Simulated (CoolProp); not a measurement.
A closed Brayton cycle with dry air: compressor inlet 324.15 K and 1.5 MPa, high pressure 3.94 MPa, turbine inlet 655 K, compressor efficiency 0.85, turbine efficiency 0.9, recuperator effectiveness 0 (on enthalpy, no pinch check). Each further row changes one setting.

The numbers come from the reference Helmholtz-energy equation of state, Lemmon 2000 in CoolProp. It is a pseudo-pure fit of the blend.

| case | thermal efficiency (%) | net work (kJ/kg) | compressor to turbine work | compressor exit (K) | turbine exit (K) |
|---|---|---|---|---|---|
| as stated | 10.2 | 22.6 | 0.84 | 445.2 | 517.5 |
| turbine inlet 605 K | 6.7 | 11.3 | 0.92 | 445.2 | 476.8 |
| compressor inlet 334.15 K | 9.1 | 18.8 | 0.87 | 458.7 | 517.5 |
| high pressure 3.35 MPa | 9.8 | 23.9 | 0.81 | 422.5 | 538.4 |
| recuperator effectiveness 0.5 | 12.3 | 22.6 | 0.84 | 445.2 | 517.5 |
